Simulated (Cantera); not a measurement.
Feed: 1 mol Si2H6, 0.1 mol HCl, a varied amount of N2, held at 1175 K and 0.100 bar.

These are equilibrium values from Cantera (NASA tables, ideal gas, pure condensed phases), not measurements of a reactor. Candidate condensed phases: NH4Cl, Si, Si3N4; 28 gas species. The feed counts by its element totals alone. N2 is the only nitrogen source here; it is nearly inert below about 1500 K, so the nitride shown seldom forms there in practice. Rates play no part.

x: gas mole fraction; n: condensed amount in mol.

```json
[
 {"n(N2) (mol)": "3.1", "x N2": "0.363", "x H2": "0.616", "x HCl": "0.0205", "x NH3": "6.28e-6", "x H": "3.04e-7", "x SiCl2": "7.84e-8", "x SiCl4": "7.16e-8", "n Si3N4(s)": "0.667"},
 {"n(N2) (mol)": "4.1", "x N2": "0.472", "x H2": "0.511", "x HCl": "0.0170", "x NH3": "5.41e-6", "x H": "2.77e-7", "x SiCl2": "5.46e-8", "x SiCl4": "4.14e-8", "n Si3N4(s)": "0.667"},
 {"n(N2) (mol)": "5.2", "x N2": "0.555", "x H2": "0.431", "x HCl": "0.0144", "x NH3": "4.53e-6", "x H": "2.54e-7", "x SiCl2": "4.13e-8", "x SiCl4": "2.63e-8", "n Si3N4(s)": "0.667"},
 {"n(N2) (mol)": "6.8", "x N2": "0.638", "x H2": "0.350", "x HCl": "0.0117", "x NH3": "3.56e-6", "x H": "2.29e-7", "x SiCl2": "3.06e-8", "x SiCl4": "1.59e-8", "n Si3N4(s)": "0.667"},
 {"n(N2) (mol)": "8.8", "x N2": "0.707", "x H2": "0.284", "x HCl": "0.00946", "x NH3": "2.74e-6", "x H": "2.07e-7", "x SiCl2": "2.32e-8", "x SiCl4": "9.75e-9", "n Si3N4(s)": "0.667"},
 {"n(N2) (mol)": "11", "x N2": "0.757", "x H2": "[?]", "x HCl": "[?]", "x NH3": "[?]", "x H": "[?]", "x SiCl2": "[?]", "x SiCl4": "[?]", "n Si3N4(s)": "0.667"},
 {"n(N2) (mol)": "15", "x N2": "0.815", "x H2": "0.179", "x HCl": "0.00596", "x NH3": "1.47e-6", "x H": "1.64e-7", "x SiCl2": "1.33e-8", "x SiCl4": "3.52e-9", "n Si3N4(s)": "0.667"},
 {"n(N2) (mol)": "19", "x N2": "0.851", "x H2": "0.144", "x HCl": "0.00482", "x NH3": "1.09e-6", "x H": "1.47e-7", "x SiCl2": "1.04e-8", "x SiCl4": "2.23e-9", "n Si3N4(s)": "0.667"},
 {"n(N2) (mol)": "25", "x N2": "0.884", "x H2": "0.112", "x HCl": "0.00374", "x NH3": "7.60e-7", "x H": "1.30e-7", "x SiCl2": "7.87e-9", "x SiCl4": "1.31e-9", "n Si3N4(s)": "0.667"},
 {"n(N2) (mol)": "32", "x N2": "0.908", "x H2": "0.0888", "x HCl": "0.00296", "x NH3": "5.43e-7", "x H": "1.16e-7", "x SiCl2": "6.13e-9", "x SiCl4": "8.08e-10", "n Si3N4(s)": "0.667"},
 {"n(N2) (mol)": "41", "x N2": "0.928", "x H2": "[?]", "x HCl": "[?]", "x NH3": "[?]", "x H": "[?]", "x SiCl2": "[?]", "x SiCl4": "[?]", "n Si3N4(s)": "0.667"},
 {"n(N2) (mol)": "53", "x N2": "0.943", "x H2": "0.0548", "x HCl": "0.00183", "x NH3": "2.68e-7", "x H": "9.07e-8", "x SiCl2": "3.69e-9", "x SiCl4": "2.99e-10", "n Si3N4(s)": "0.667"}
]
```

Fill in the missing entries.


- 11, x H2: 0.235
- 11, x HCl: 0.00783
- 11, x NH3: 2.13e-6
- 11, x H: 1.88e-7
- 11, x SiCl2: 1.83e-8
- 11, x SiCl4: 6.38e-9
- 41, x H2: 0.0701
- 41, x HCl: 0.00234
- 41, x NH3: 3.85e-7
- 41, x H: 1.03e-7
- 41, x SiCl2: 4.77e-9
- 41, x SiCl4: 4.96e-10
